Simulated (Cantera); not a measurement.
Charge: 1 mol SiO2, 0.56 mol C, 0.15 mol CO, equilibrated at 1898.15 K.

Cantera equilibrium calculation (NASA polynomials, part measured and part estimated; ideal gas, pure solids and liquids). Candidate condensed phases: C, Si, SiC, SiO2; 20 gas species. Mutual solubility and eutectic melting of coexisting phases are not modelled. The tables hold silica as quartz up to 1696 K and as liquid above; real silica turns to tridymite and cristobalite and melts near 1996 K. Kinetics and transport are ignored.

**Question.** What share of the Si ends up in condensed phases as a function of P (Pa), at 10, 36, 130, 460, 1700, 6000, 22000, 77000, 280000, 1000000?

**Answer.** 
| P (Pa) | Si condensed (%) | as |
|---|---|---|
| 10 | 39.3 | SiO2(condensed) |
| 36 | 42.6 | SiO2(condensed) |
| 130 | 43.6 | SiO2(condensed) |
| 460 | 43.9 | SiO2(condensed) |
| 1700 | 44.0 | SiO2(condensed) |
| 6000 | 44.0 | SiO2(condensed) |
| 22000 | 75.3 | SiC(s) + SiO2(condensed) |
| 77000 | 97.2 | SiC(s) + SiO2(condensed) |
| 280000 | 99.5 | SiC(s) + SiO2(condensed) |
| 1000000 | 100.0 | SiO2(condensed) |
